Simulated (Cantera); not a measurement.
An isothermal, constant-pressure homogeneous reactor starts with C2H6 : N2 = 1 : 200 (molar parts), at 1950 K and 0.158 atm.

Cantera simulation using GRI-Mech 3.0 (53 species, 325 reactions); the numbers are that mechanism's predictions, not measurements. GRI-Mech 3.0 stops at C3 and has no aromatics, soot or wall deposition, so with more carbon than oxygen in the feed, carbon stays in small species such as C2H2 where larger ones or solid carbon would form.

Problem. Predict: x(CH4) at 50.0 s; x(H) at 50.0 s; x(HCN) at 50.0 s; x(C2H4) at 50.0 s.

Solution. 
```json
{
  "x(CH4) at 50.0 s": "4.04e-8 (gas-phase equilibrium 4.51e-8)",
  "x(H) at 50.0 s": "0.000284 (gas-phase equilibrium 0.000284)",
  "x(HCN) at 50.0 s": "0.000250 (gas-phase equilibrium 0.00944)",
  "x(C2H4) at 50.0 s": "6.65e-8 (gas-phase equilibrium 2.81e-9)"
}
```
